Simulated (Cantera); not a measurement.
Feed: 1 mol V, 1.8 mol O2, at 0.100 bar.

Cantera equilibrium calculation (NASA polynomials, part measured and part estimated; ideal gas, pure solids and liquids). Candidate condensed phases: V, VO, V2O3, V2O4, V2O5; 6 gas species. Condensed phases not in the tables: the oxides between V2O3 and V2O5 other than VO2. Equilibrium is a limit: real reactors are often held back by kinetics, nucleation or transport.

### Question
At 1902 °C, list the 3 most abundant gas species with their mole fractions, and the condensed phases.

### Answer
O2 0.965, VO2 0.0275, O 0.00716. Condensed: V2O4(l).
